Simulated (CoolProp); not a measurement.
c-C4F8 (RC318) along the isotherm 145.75 °C: Z from the reference equation and from simpler models built on Tc = 115.2 °C, pc = 2.778 MPa, ω = 0.355; each cubic takes its own stable root.

The numbers come from the reference Helmholtz-energy equation of state, Platzer 1990 in CoolProp. This equation is an older, rougher fit; its heat capacities, sound speeds and derivatives of the liquid may be far off and weren't checked against measurements.

```tsv
p (MPa)	phase	reference	van der Waals	Soave-Redlich-Kwong	Peng-Robinson
0.0132	gas	0.9988	0.9988	0.9988	0.9986
0.03	gas	0.9973	0.9973	0.9972	0.9968
0.0682	gas	0.9938	0.9939	0.9936	0.9928
0.155	gas	0.9858	0.9861	0.9854	0.9835
0.353	gas	0.9672	0.9678	0.9665	…
0.804	gas	0.9231	…	…	0.9121
1.83	gas	0.8110	0.8089	0.8112	…
4.17	supercritical	0.4561	…	…	0.4653
```

### Question
Complete the blanks.

### Answer

- 0.353, Peng-Robinson: 0.9621
- 0.804, van der Waals: 0.9241
- 0.804, Soave-Redlich-Kwong: 0.9220
- 1.83, Peng-Robinson: 0.7903
- 4.17, van der Waals: 0.4093
- 4.17, Soave-Redlich-Kwong: 0.4948
